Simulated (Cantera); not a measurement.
Source: NASA polynomial tables (part measured, part estimated), evaluated in Cantera. Values are per mole of reaction as written; species without (g) are pure solids or liquids, kept so even where they would boil at 1 bar.

Q: Between 2148 and 2748 K, where is each reaction favourable under standard conditions?
- 2 OH(g) + Nb ⇌ H2(g) + NbO2

A: 
- 2 OH(g) + Nb ⇌ H2(g) + NbO2: ΔG° is -445 kJ at 2148 K and -361 kJ at 2748 K; it stays negative (K > 1). ΔH° is -732 kJ and ΔS° -135 J/K at 2748 K.
